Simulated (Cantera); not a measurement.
A closed system holds: 1 mol SiHCl3, 0.4 mol C2H2, 2.3 mol H2, equilibrated at 2673 K and 0.900 Torr.

Method: chemical equilibrium by Gibbs-energy minimisation in Cantera with the NASA 1993 tables (ideal gas, pure condensed phases). The tables' values for SiCl are old estimates; treat these amounts as uncertain. Kinetics and transport are ignored.

```
species             before     after
----------------  --------  --------
HCl                 0.0762     0.487
H2                  0.0929     0.416
SiCl2             0.000471    0.0613
H                    0.451    0.0178
SiC2                0.0319   1.71e-5
Si                  0.0773  0.000596
Cl                   0.258    0.0157
C3                 0.00511   3.38e-9
C2                0.000486     <1e-9
C                  0.00128   4.73e-9
C5                 3.07e-5     <1e-9
SiC                8.04e-5   5.94e-9
CH                 1.11e-5     <1e-9
C(graphite), mol    0.0168    0.0998
SiC(s), mol              0     0.698
```
Gas species are given as mole fractions.

### Question
Which change was made?
(A) pressure from 0.900 Torr to 1.13 Torr
(B) C2H2 from 0.4 to 0.012 mol
(C) SiHCl3 replaced by SiH2Cl2
(D) temperature from 2673 K to 1925 K

### Answer
D, temperature from 2673 K to 1925 K. The tables' values for SiCl, SiCl3 are old estimates; treat these amounts as uncertain
